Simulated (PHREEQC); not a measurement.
Na2CO3 is added in steps, without added water, to 1 kg of water holding 0.0063 mol NaHS and 0.0053 mol NaHCO3, at 52 °C. No oxygen is let in. No CO2 enters from the air. The run lets Nahcolite, Natron precipitate or redissolve, and no other solid.

Base run: PHREEQC, ion-association model, wateq4f.dat. Each further column changes one thing. The table gives CO3-2 (mol/kgw).

```
Na2CO3 added (mol)      base  NaHCO3 left out  0.0001 mol/kgw HBr added  NaHS from 0.0063 to 0.00945 mol/kgw  no solid may form
------------------  --------  ---------------  ------------------------  -----------------------------------  -----------------
0                   0.000101                0                   7.51e-5                             0.000116           0.000101
6.45e-05            0.000123          5.73e-6                   9.17e-5                             0.000136           0.000123
0.000129            0.000149          1.65e-5                  0.000112                                    …           0.000149
0.0001935           0.000178                …                  0.000136                             0.000185           0.000178
0.000258            0.000208          4.92e-5                  0.000162                             0.000213           0.000208
0.0003225           0.000241                …                  0.000192                             0.000242           0.000241
0.000387            0.000274          9.15e-5                  0.000223                             0.000273           0.000274
0.000473            0.000320         0.000123                  0.000267                             0.000315           0.000320
0.0005375           0.000356         0.000148                  0.000301                                    …           0.000356
0.000602            0.000391         0.000175                  0.000336                             0.000380           0.000391
0.0006665           0.000428         0.000202                  0.000372                             0.000413           0.000428
0.000731            0.000464         0.000229                  0.000407                             0.000447           0.000464
0.0007955           0.000500         0.000258                  0.000443                             0.000480           0.000500
0.00086             0.000537         0.000287                  0.000480                             0.000514           0.000537
```

Task: What belongs in the gaps?

Result: 
- 0.000129, NaHS from 0.0063 to 0.00945 mol/kgw: 0.000160
- 0.0001935, NaHCO3 left out: 3.13e-5
- 0.0003225, NaHCO3 left out: 6.94e-5
- 0.0005375, NaHS from 0.0063 to 0.00945 mol/kgw: 0.000347

The polysulfide entries of wateq4f.dat were taken out for this run. Constants without temperature data keep their 25 °C values here.
